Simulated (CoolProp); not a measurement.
Vapour-liquid equilibrium of R227EA (1) + isobutene (2) at 0.186 MPa; x and y are mole fractions of (1).

Values from CoolProp's multi-fluid Helmholtz-energy mixture model, Lemmon 2016 and Lemmon 2005; pair parameters Bell 2016.

```json
[
 {"x": "0.05", "bubble temperature (°C)": "5.1", "y at the bubble point": "0.178", "dew temperature at overall composition x (°C)": "8.4", "liquid density (mol/L)": "10.75"},
 {"x": "0.15", "bubble temperature (°C)": "0.1", "y at the bubble point": "0.362", "dew temperature at overall composition x (°C)": "5.8", "liquid density (mol/L)": "10.53"},
 {"x": "0.25", "bubble temperature (°C)": "-2.3", "y at the bubble point": "0.453", "dew temperature at overall composition x (°C)": "3.1", "liquid density (mol/L)": "10.29"},
 {"x": "0.35", "bubble temperature (°C)": "-3.5", "y at the bubble point": "0.510", "dew temperature at overall composition x (°C)": "0.4", "liquid density (mol/L)": "10.04"},
 {"x": "0.45", "bubble temperature (°C)": "-4.2", "y at the bubble point": "0.554", "dew temperature at overall composition x (°C)": "-2.2", "liquid density (mol/L)": "9.813"},
 {"x": "0.55", "bubble temperature (°C)": "-4.6", "y at the bubble point": "0.596", "dew temperature at overall composition x (°C)": "-4.1", "liquid density (mol/L)": "9.598"},
 {"x": "0.65", "bubble temperature (°C)": "-4.7", "y at the bubble point": "0.645", "dew temperature at overall composition x (°C)": "-4.7", "liquid density (mol/L)": "9.399"},
 {"x": "0.75", "bubble temperature (°C)": "-4.4", "y at the bubble point": "0.707", "dew temperature at overall composition x (°C)": "-4.1", "liquid density (mol/L)": "9.213"},
 {"x": "0.85", "bubble temperature (°C)": "-3.7", "y at the bubble point": "0.794", "dew temperature at overall composition x (°C)": "-3.2", "liquid density (mol/L)": "9.035"},
 {"x": "0.95", "bubble temperature (°C)": "-2.3", "y at the bubble point": "0.918", "dew temperature at overall composition x (°C)": "-1.9", "liquid density (mol/L)": "8.858"}
]
```

y crosses x between x = 0.55 and 0.65: the model has an azeotrope there.

Pair parameters are fitted to limited data, so mixtures are less certain than the pure fluids.
